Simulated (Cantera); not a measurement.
## Hydrocarbon pyrolysis for carbon deposition

A perfectly stirred reactor is fed with 12.5 % C2H6, 87.5 % N2, at 22000 Pa; it is held at 1825 K, and followed from long to short residence time.

Computed with Cantera and GRI-Mech 3.0 (53 species, 325 reactions). GRI-Mech 3.0 stops at C3 and has no aromatics, soot or wall deposition, so with more carbon than oxygen in the feed, carbon stays in small species such as C2H2 where larger ones or solid carbon would form.

```csv
τ (s),x C2H6,x HCN,x H2,x CH2,x H,x CH4,x C2H
0.94,4.17e-6,9.80e-5,0.193,6.42e-7,0.000485,0.00463,2.38e-6
0.34,1.09e-5,6.81e-5,0.190,1.13e-6,0.000531,0.00680,2.62e-6
0.12,2.89e-5,4.92e-5,0.186,2.05e-6,0.000598,0.00971,2.98e-6
0.045,7.13e-5,3.68e-5,0.181,3.57e-6,0.000677,0.0133,3.40e-6
0.016,0.000184,2.67e-5,0.173,6.27e-6,0.000772,0.0181,3.93e-6
0.0059,0.000459,1.90e-5,0.163,1.05e-5,0.000868,0.0240,4.48e-6
0.0021,0.00118,1.28e-5,0.149,1.71e-5,0.000967,0.0311,5.05e-6
0.00077,0.00296,8.45e-6,0.132,2.66e-5,0.00105,0.0376,5.48e-6
0.00028,0.00745,5.43e-6,0.109,4.00e-5,0.00111,0.0409,5.47e-6
0.00010,0.0186,3.35e-6,0.0817,5.67e-5,0.00109,0.0366,4.46e-6
```
x: mole fraction; the columns are a selection and need not sum to one.
